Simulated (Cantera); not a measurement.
**Equilibrium for silicates and aluminates: SiO2 + Al2O3 + H2**

Feed: 1 mol SiO2, 0.42 mol Al2O3, 0.16 mol H2, at 10000 Pa.

Method: chemical equilibrium by Gibbs-energy minimisation in Cantera with the NASA 1993 tables (ideal gas, pure condensed phases). Candidate condensed phases: Al, Al2O3, Al2SiO5, Al6Si2O13, H2O, Si, SiO2; 28 gas species. Mutual solubility and eutectic melting of coexisting phases are not modelled. The tables hold silica as quartz up to 1696 K and as liquid above; real silica turns to tridymite and cristobalite and melts near 1996 K. Condensed phases not in the tables: alloys, solid solutions and most ternary compounds. Rates play no part.

| T (°C) | x H2 | x SiO | x H2O | x H | x OH | n Al2SiO5(andalusite) | n SiO2(β-quartz) | n Al6Si2O13(mullite) | n SiO2(condensed) |
|---|---|---|---|---|---|---|---|---|---|
| 875 | 1.000 | 1.59e-7 | 1.62e-7 | 2.27e-7 | <1e-12 | 0.420 | 0.580 | 0 | 0 |
| 925 | 1.000 | 5.32e-7 | 5.34e-7 | 6.01e-7 | <1e-12 | 0.420 | 0.580 | 0 | 0 |
| 975 | 1.000 | 1.60e-6 | 1.60e-6 | 1.48e-6 | <1e-12 | 0.420 | 0.580 | 0 | 0 |
| 1025 | 1.000 | 4.41e-6 | 4.41e-6 | 3.39e-6 | <1e-12 | 0 | 0.720 | 0.140 | 0 |
| 1075 | 1.000 | 1.13e-5 | 1.13e-5 | 7.32e-6 | 1.33e-12 | 0 | 0.720 | 0.140 | 0 |
| 1125 | 1.000 | 2.68e-5 | 2.68e-5 | 1.50e-5 | 7.91e-12 | 0 | 0.720 | 0.140 | 0 |
| 1175 | 1.000 | 6.00e-5 | 6.00e-5 | 2.91e-5 | 4.16e-11 | 0 | 0.720 | 0.140 | 0 |
| 1225 | 1.000 | 0.000127 | 0.000127 | 5.43e-5 | 1.96e-10 | 0 | 0.720 | 0.140 | 0 |
| 1275 | 0.999 | 0.000256 | 0.000256 | 9.73e-5 | 8.34e-10 | 0 | 0.720 | 0.140 | 0 |
| 1325 | 0.999 | 0.000494 | 0.000494 | 0.000168 | 3.24e-9 | 0 | 0.720 | 0.140 | 0 |
| 1375 | 0.998 | 0.000912 | 0.000912 | 0.000281 | 1.16e-8 | 0 | 0.720 | 0.140 | 0 |
| 1425 | 0.996 | 0.00162 | 0.00162 | 0.000456 | 3.82e-8 | 0 | 0 | 0.140 | 0.720 |
| 1475 | 0.994 | 0.00277 | 0.00277 | 0.000720 | 1.17e-7 | 0 | 0 | 0.140 | 0.720 |
x: gas mole fraction; n: condensed amount in mol.

From 875 °C to 975 °C the condensed part is Al2SiO5(andalusite) + SiO2(β-quartz). From 1025 °C to 1375 °C the condensed part is Al6Si2O13(mullite) + SiO2(β-quartz). From 1425 °C to 1475 °C the condensed part is Al6Si2O13(mullite) + SiO2(condensed). The main Si-bearing gas is SiO throughout.
